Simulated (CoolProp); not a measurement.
The fluid at 318.87 K and 0.686 MPa expands adiabatically to 0.0597 MPa with isentropic efficiency 0.9. The same conditions are run with several fluids, on thermodynamics alone (safety and materials aside).

Values from CoolProp's reference Helmholtz-energy equation of state of each fluid (C3F8 (R218): Lemmon 2006; R125: Lemmon 2005; R13: Platzer 1990; R507A: Lemmon 2003). The equations of Platzer and Polt are older, rougher fits. Blends and air are pseudo-pure fits.

Rank C3F8 (R218), R125, R13, R507A by work (kJ/kg), highest first.

R507A (49.2), R13 (46.2), R125 (41.4), C3F8 (R218) (27.1)

```
fluid        final temperature (K)  final density (kg/m³)
-----------  ---------------------  ---------------------
C3F8 (R218)                  277.2                   4.95
R125                         257.7                   3.40
R13                          237.6                   3.19
R507A                        250.9                   2.88
```
